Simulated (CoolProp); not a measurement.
The numbers come from the reference Helmholtz-energy equation of state, Zhou 2014 in CoolProp.

For cyclohexane, give the phase and the Z, cp (kJ/(kg K)), cv (kJ/(kg K)), expansivity (1/kK) at 377.1 K and 1.47 MPa; 604.6 K and 3.67 MPa.


- 377.1 K and 1.47 MPa: liquid; Z 0.0566, cp 2.24, cv 1.71, expansivity 1.50
- 604.6 K and 3.67 MPa: gas; Z 0.726, cp 3.06, cv 2.68, expansivity 4.58
